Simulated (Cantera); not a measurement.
A closed system holds: 1 mol Fe2O3, 0.68 mol CH4, 10 mol N2, held at 1975 K and 0.00450 bar.

Method: chemical equilibrium by Gibbs-energy minimisation in Cantera with the NASA 1993 tables (ideal gas, pure condensed phases). The tables' stoichiometric FeO is somewhat more stable than real wüstite, so its field is too wide. FeO: taken at fixed stoichiometry. Equilibrium is a limit: real reactors are often held back by kinetics, nucleation or transport.

```json
[
 {"species": "N2", "before": "0.800", "after": "0.724"},
 {"species": "Fe", "before": "0.0330", "after": "0.0940"},
 {"species": "H2O", "before": "0.0493", "after": "0.0706"},
 {"species": "H2", "before": "0.0569", "after": "0.0178"},
 {"species": "FeO", "before": "0.000535", "after": "0.0121"},
 {"species": "H", "before": "0.00487", "after": "0.0129"},
 {"species": "CO2", "before": "0.00879", "after": "0.0209"},
 {"species": "CO", "before": "0.0456", "after": "0.0284"},
 {"species": "O2", "before": "9.45e-6", "after": "0.00618"},
 {"species": "O", "before": "2.52e-5", "after": "0.00371"},
 {"species": "NO", "before": "4.83e-5", "after": "0.00220"},
 {"species": "OH", "before": "0.000401", "after": "0.00740"},
 {"species": "Fe(OH)2", "before": "1.74e-5", "after": "6.84e-5"},
 {"species": "FeO(l), mol", "before": "1.58", "after": "0.535"}
]
```
Gas species are given as mole fractions.

Problem. Which change was made?
A) CH4 from 0.68 to 1.5 mol
B) temperature from 1975 K to 2225 K
C) temperature from 1975 K to 2475 K
D) N2 from 10 to 0.54 mol

Solution. B, temperature from 1975 K to 2225 K
